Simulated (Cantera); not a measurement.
Premixed flame

A freely propagating, adiabatic, planar premixed flame of 4.93 % CH₄, 0.384 % C₂H₆, 0.641 % C₃H₈, 16.2 % O₂, 77.9 % N₂, equivalence ratio 0.89, unburnt at 425 K and 0.460 bar; mixture-averaged transport, grid criteria slope 0.08 and curve 0.16, no radiation.

Detailed kinetics in Cantera: GRI-Mech 3.0 (53 species, 325 reactions). GRI-Mech 3.0 was tuned for natural gas; its chemistry of propane as a main component is partial and can be far from experiment. Burning velocities carry a grid error of a few per cent, more on coarse grids.

```json
[
 {"z (mm)": "-2.96", "T (K)": "425", "u (m/s)": "0.512", "x CH₄": "0.0493", "x C₂H₆": "0.00384", "x C₃H₈": "0.00640", "x HCO": "<1e-8", "x CH₂": "<1e-8", "x C₂H₄": "6.27e-8"},
 {"z (mm)": "-1.97", "T (K)": "427", "u (m/s)": "0.514", "x CH₄": "0.0491", "x C₂H₆": "0.00384", "x C₃H₈": "0.00640", "x HCO": "<1e-8", "x CH₂": "<1e-8", "x C₂H₄": "1.52e-6"},
 {"z (mm)": "-1.48", "T (K)": "432", "u (m/s)": "0.522", "x CH₄": "0.0488", "x C₂H₆": "0.00383", "x C₃H₈": "0.00639", "x HCO": "<1e-8", "x CH₂": "<1e-8", "x C₂H₄": "7.99e-6"},
 {"z (mm)": "-0.986", "T (K)": "480", "u (m/s)": "0.582", "x CH₄": "0.0469", "x C₂H₆": "0.00378", "x C₃H₈": "0.00631", "x HCO": "<1e-8", "x CH₂": "<1e-8", "x C₂H₄": "0.000105"},
 {"z (mm)": "-0.493", "T (K)": "806", "u (m/s)": "0.990", "x CH₄": "0.0349", "x C₂H₆": "0.00315", "x C₃H₈": "0.00468", "x HCO": "1.62e-7", "x CH₂": "6.65e-8", "x C₂H₄": "0.00116"},
 {"z (mm)": "-0.246", "T (K)": "1163", "u (m/s)": "1.44", "x CH₄": "0.0208", "x C₂H₆": "0.00179", "x C₃H₈": "0.00165", "x HCO": "5.69e-6", "x CH₂": "3.02e-6", "x C₂H₄": "0.00200"},
 {"z (mm)": "0", "T (K)": "1504", "u (m/s)": "1.88", "x CH₄": "0.00551", "x C₂H₆": "0.000136", "x C₃H₈": "4.24e-5", "x HCO": "3.23e-5", "x CH₂": "2.13e-5", "x C₂H₄": "0.000712"},
 {"z (mm)": "0.246", "T (K)": "1639", "u (m/s)": "2.04", "x CH₄": "0.000417", "x C₂H₆": "3.78e-7", "x C₃H₈": "1.89e-8", "x HCO": "8.32e-6", "x CH₂": "4.21e-6", "x C₂H₄": "2.36e-5"},
 {"z (mm)": "0.493", "T (K)": "1680", "u (m/s)": "2.09", "x CH₄": "1.60e-5", "x C₂H₆": "<1e-8", "x C₃H₈": "<1e-8", "x HCO": "4.27e-7", "x CH₂": "1.80e-7", "x C₂H₄": "2.60e-7"},
 {"z (mm)": "0.986", "T (K)": "1729", "u (m/s)": "2.14", "x CH₄": "3.14e-8", "x C₂H₆": "<1e-8", "x C₃H₈": "<1e-8", "x HCO": "1.75e-8", "x CH₂": "<1e-8", "x C₂H₄": "<1e-8"},
 {"z (mm)": "1.97", "T (K)": "1790", "u (m/s)": "2.20", "x CH₄": "<1e-8", "x C₂H₆": "<1e-8", "x C₃H₈": "<1e-8", "x HCO": "<1e-8", "x CH₂": "<1e-8", "x C₂H₄": "<1e-8"},
 {"z (mm)": "3.94", "T (K)": "1854", "u (m/s)": "2.27", "x CH₄": "<1e-8", "x C₂H₆": "<1e-8", "x C₃H₈": "<1e-8", "x HCO": "<1e-8", "x CH₂": "<1e-8", "x C₂H₄": "<1e-8"},
 {"z (mm)": "7.89", "T (K)": "1910", "u (m/s)": "2.33", "x CH₄": "<1e-8", "x C₂H₆": "<1e-8", "x C₃H₈": "<1e-8", "x HCO": "<1e-8", "x CH₂": "<1e-8", "x C₂H₄": "<1e-8"}
]
```
x: mole fraction of selected species; z is measured from the peak of heat release.

```json
{
 "laminar_burning_velocity": "51.1 cm/s",
 "thermal_thickness": "0.986 mm",
 "peak x(HCO)": "3.24e-5",
 "peak x(CH₂)": "2.13e-5",
 "peak x(C₂H₄)": "0.00200",
 "grid_points": "145"
}
```
